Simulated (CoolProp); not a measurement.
Values from CoolProp's reference Helmholtz-energy equation of state, Schroeder 2014.

Task: For ethanol, give the phase and the speed of sound (m/s), isothermal compressibility (1/MPa) at 146.85 °C and 19.6 bar.

Result: 
- 146.85 °C and 19.6 bar: liquid; speed of sound 721, isothermal compressibility 0.00384
